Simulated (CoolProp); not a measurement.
A single-stage vapour-compression cycle with the fluid: evaporating at 262.15 K (dew point), condensing at 309.15 K (bubble point), superheat 2 K, subcooling 8 K, compressor efficiency 0.85, no pressure losses. The same conditions are run with several fluids, on thermodynamics alone (safety and materials aside).

Computed with CoolProp (reference Helmholtz-energy equation of state of each fluid (n-perfluorobutane: Gao 2022; R507A: Lemmon 2003; R115: Lemmon 2016; dimethyl ether: Wu 2011; R152A: Outcalt 1996; chlorine: Thol 2021)). Blends and air are pseudo-pure fits.

### Question
Rank n-perfluorobutane, R507A, R115, dimethyl ether, R152A, chlorine by cooling COP, highest first.

### Answer
dimethyl ether (4.16), R152A (4.13), chlorine (4.06), R507A (3.73), R115 (3.66), n-perfluorobutane (3.53)

```json
[
 {"fluid": "n-perfluorobutane", "pressure ratio": "5.39", "discharge temperature (K)": "309.2", "refrigerating effect (kJ/kg)": "58.4", "volumetric capacity (kJ/m³)": "457"},
 {"fluid": "R507A", "pressure ratio": "3.91", "discharge temperature (K)": "320.0", "refrigerating effect (kJ/kg)": "118", "volumetric capacity (kJ/m³)": "2610"},
 {"fluid": "R115", "pressure ratio": "3.89", "discharge temperature (K)": "309.2", "refrigerating effect (kJ/kg)": "74.1", "volumetric capacity (kJ/m³)": "1760"},
 {"fluid": "dimethyl ether", "pressure ratio": "4.50", "discharge temperature (K)": "333.2", "refrigerating effect (kJ/kg)": "359", "volumetric capacity (kJ/m³)": "1420"},
 {"fluid": "R152A", "pressure ratio": "4.68", "discharge temperature (K)": "334.7", "refrigerating effect (kJ/kg)": "252", "volumetric capacity (kJ/m³)": "1410"},
 {"fluid": "chlorine", "pressure ratio": "4.10", "discharge temperature (K)": "390.9", "refrigerating effect (kJ/kg)": "236", "volumetric capacity (kJ/m³)": "2020"}
]
```

The compression ends wet for: n-perfluorobutane; R115.
